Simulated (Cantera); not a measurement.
**Thermodynamics of carbon deposition, reforming and gasification, feed C6H6 + NH3**

A closed system holds: 1 mol C6H6, 0.3 mol NH3, at 1 atm.

These are equilibrium values from Cantera (NASA tables, ideal gas, pure condensed phases), not measurements of a reactor. Candidate condensed phases: C, C6H6, C7H8, C8H18; 92 gas species. The numbers say what is thermodynamically allowed, not how fast it happens.

From 1527 °C to 2627 °C the condensed part is C(graphite). The main C-bearing gas is HCN at 1527 °C and C2H2 (acetylene) at 2627 °C. The share of C in condensed phases is highest at 1527 °C (99.9 %) and lowest at 2627 °C (93.2 %).

| T (°C) | x H2 | x H | x N2 | x C2H2 (acetylene) | x HCN | n C(graphite) |
|---|---|---|---|---|---|---|
| 1527 | 0.956 | 0.000348 | 0.0411 | 0.000168 | 0.00122 | 5.99 |
| 1627 | 0.956 | 0.000771 | 0.0407 | 0.000365 | 0.00192 | 5.99 |
| 1727 | 0.954 | 0.00158 | 0.0401 | 0.000733 | 0.00289 | 5.98 |
| 1827 | 0.951 | 0.00302 | 0.0394 | 0.00137 | 0.00415 | 5.97 |
| 1927 | 0.947 | 0.00545 | 0.0385 | 0.00243 | 0.00575 | 5.96 |
| 2027 | 0.941 | 0.00932 | 0.0373 | 0.00407 | 0.00769 | 5.94 |
| 2127 | 0.931 | 0.0152 | 0.0358 | 0.00649 | 0.00997 | 5.91 |
| 2227 | 0.918 | 0.0239 | 0.0342 | 0.00993 | 0.0125 | 5.87 |
| 2327 | 0.899 | 0.0362 | 0.0322 | 0.0146 | 0.0153 | 5.83 |
| 2427 | 0.875 | 0.0528 | 0.0301 | 0.0206 | 0.0182 | 5.76 |
| 2527 | 0.844 | 0.0747 | 0.0278 | 0.0281 | 0.0211 | 5.69 |
| 2627 | 0.805 | 0.102 | 0.0253 | 0.0371 | 0.0239 | 5.59 |
x: gas mole fraction; n: condensed amount in mol.
